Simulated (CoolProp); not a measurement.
Vapour-liquid equilibrium of n-octane (1) + p-xylene (2) at 331.8 K; x and y are mole fractions of (1).

Values from CoolProp's multi-fluid Helmholtz-energy mixture model, Beckmüller 2019 and Zhou 2012; pair parameters Bell 2016.

| x | bubble pressure (MPa) | y at the bubble point | dew pressure at overall composition x (MPa) | liquid density (mol/L) |
|---|---|---|---|---|
| 0.05 | 0.006818 | 0.098 | 0.006643 | 7.669 |
| 0.2 | 0.007666 | 0.314 | 0.007210 | 7.321 |
| 0.35 | 0.008299 | 0.469 | 0.007814 | 7.001 |
| 0.5 | 0.008797 | 0.599 | 0.008422 | ___ |
| 0.65 | 0.009203 | 0.718 | ___ | 6.434 |
| 0.8 | 0.009539 | ___ | ___ | 6.182 |
| 0.95 | 0.009817 | 0.958 | ___ | 5.947 |

Question: What belongs in the gaps?

Answer: 
- 0.5, liquid density (mol/L): 6.707
- 0.65, dew pressure at overall composition x (MPa): 0.008980
- 0.8, y at the bubble point: 0.836
- 0.8, dew pressure at overall composition x (MPa): 0.009443
- 0.95, dew pressure at overall composition x (MPa): 0.009801

No azeotrope shows between x = 0.05 and 0.95.

The pair parameters rest on a limited set of measurements; away from them the model extrapolates.
